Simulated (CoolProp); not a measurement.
Aqueous lithium chloride as a coolant, at 23 °C, 1 atm.

Computed with CoolProp (Melinder's fits for secondary coolants).

```tsv
mass %	freezing point (°C)	conductivity (W/(m K))	cp (kJ/(kg K))	Prandtl number	viscosity (mPa s)
1.2	-0.8	0.600	4.115	6.68	0.974
3.1	-2.8	0.595	4.013	7.02	1.04
5	-5.1	0.590	3.916	7.36	1.11
6.9	-7.5	0.585	3.822	7.72	1.18
8.8	-10.3	0.581	3.731	8.12	1.26
10.7	-13.5	0.576	3.644	8.56	1.35
12.6	-17.4	0.572	3.561	9.06	1.46
14.5	-22.4	0.568	3.480	9.62	1.57
16.3	-28.3	0.564	3.408	10.2	1.69
18.2	-35.8	0.560	3.337	10.9	1.83
20.1	-44.4	0.556	3.272	11.7	1.99
22	-53.6	0.552	3.217	12.6	2.16
```
